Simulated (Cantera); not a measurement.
Feed: 1 mol Fe, 0.095 mol H2O, 0.093 mol H2, 0.38 mol HCl, held at 1198.15 K and 0.133 bar.

Cantera equilibrium calculation (NASA polynomials, part measured and part estimated; ideal gas, pure solids and liquids). Candidate condensed phases: Fe, FeCl2, FeCl3, FeO, Fe(OH)2, Fe(OH)3, Fe2O3, Fe3O4, H2O; 22 gas species. Mutual solubility and eutectic melting of coexisting phases are not modelled. The tables' stoichiometric FeO is somewhat more stable than real wüstite, so its field is too wide. FeO: taken at fixed stoichiometry. The numbers say what is thermodynamically allowed, not how fast it happens.

Base state: HCl 0.378, H2 0.374, FeCl2 0.142, H2O 0.103, Fe2Cl4 0.00182, FeCl3 3.59e-5 (mole fractions); condensed: Fe(γ) + FeO(s).

Question: What changes in the equilibrium state with this change: H2O from 0.095 to 0.27 mol?

Answer: 
```json
[
 {"species": "H2", "before": "0.374", "after": "0.454"},
 {"species": "HCl", "before": "0.378", "after": "0.330"},
 {"species": "H2O", "before": "0.103", "after": "0.125"},
 {"species": "FeCl2", "before": "0.142", "after": "0.0894"},
 {"species": "Fe2Cl4", "before": "0.00182", "after": "0.000718"},
 {"species": "FeCl3", "before": "3.59e-5", "after": "1.78e-5"},
 {"species": "Fe(γ), mol", "before": "0.881", "after": "0.756"},
 {"species": "FeO(s), mol", "before": "0.0364", "after": "0.177"}
]
```

Question: What changes in the equilibrium state with this change: pressure from 0.133 bar to 10.0 mbar?

Answer: 
```tsv
species	before	after
HCl	0.378	0.380
H2	0.374	0.373
FeCl2	0.142	0.144
Fe2Cl4	0.00182	0.000140
H2O	0.103	0.103
FeCl3	3.59e-5	1.00e-5
Fe(γ), mol	0.881	0.881
FeO(s), mol	0.0364	0.0365
```

Question: What changes in the equilibrium state with this change: temperature from 1198.15 K to 950 K?

Answer: 
```
species         before    after
-------------  -------  -------
HCl              0.378    0.438
H2               0.374    0.421
H2O              0.103   0.0659
FeCl2            0.142   0.0615
Fe2Cl4         0.00182   0.0142
FeCl3          3.59e-5  2.57e-5
Fe(γ), mol       0.881        0
FeO(s), mol     0.0364   0.0597
Fe(α), mol           0    0.868
FeCl2(s), mol        0   0.0245
```
